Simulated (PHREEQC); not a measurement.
Make-up at 25 °C: 0.051 mol/kgw CuCl2, 0.00089 mol/kgw NaOH and 0.012 mol/kgw Al2(SO4)3. Closed to the air; pH follows from the charge balance.

Computed with PHREEQC (ion-association model, phreeqc.dat).

Each row changes one thing in this solution. No solid was allowed to form.

| case | pH | ionic strength (mol/kgw) | Cl- (mol/kgw) | Cu+2 (mol/kgw) | CuSO4 (mol/kgw) | Al+3 (mol/kgw) | SI of Al(OH)3(a) (Al(OH)3) |
|---|---|---|---|---|---|---|---|
| as made | 4.39 | 0.196 | 0.0984 | 0.0393 | 0.00814 | 0.00765 | -0.62 |
| NaOH left out | [?] | 0.196 | 0.0984 | 0.0395 | 0.00801 | 0.00797 | -2.27 |
| NaOH from 0.00089 to 0.000445 mol/kgw | 4.18 | 0.196 | 0.0984 | 0.0394 | 0.00807 | 0.00782 | [?] |
| temperature from 25 to 75 °C | 3.45 | 0.164 | 0.0848 | 0.0277 | 0.00669 | 0.00569 | -0.82 |
| 0.0017 mol/kgw HNO3 added | [?] | 0.198 | 0.0984 | 0.0396 | 0.00791 | 0.00811 | [?] |

### Question
Complete the blanks.

### Answer

- NaOH left out, pH: 3.84
- NaOH from 0.00089 to 0.000445 mol/kgw, SI of Al(OH)3(a) (Al(OH)3): -1.26
- 0.0017 mol/kgw HNO3 added, pH: 3.28
- 0.0017 mol/kgw HNO3 added, SI of Al(OH)3(a) (Al(OH)3): -3.94

Some of these states are supersaturated (in Gibbsite (slow to form), for instance). Away from 25 °C the constants follow the database's enthalpies or fits; those with neither stay at their 25 °C values.
